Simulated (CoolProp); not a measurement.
Sulfur hexafluoride at 298.15 K and 0.878 MPa is throttled through a valve to 0.37 MPa with no heat exchange. Each further row changes one setting.

Model: reference Helmholtz-energy equation of state, Guder 2009, in CoolProp.

```json
[
 {"case": "as stated", "temperature change (K)": "-5.3", "final density (kg/m³)": "23.2"},
 {"case": "outlet pressure 0.111 MPa", "temperature change (K)": "-8.0", "final density (kg/m³)": "6.81"},
 {"case": "outlet pressure 0.481 MPa", "temperature change (K)": "-4.2", "final density (kg/m³)": "30.5"}
]
```
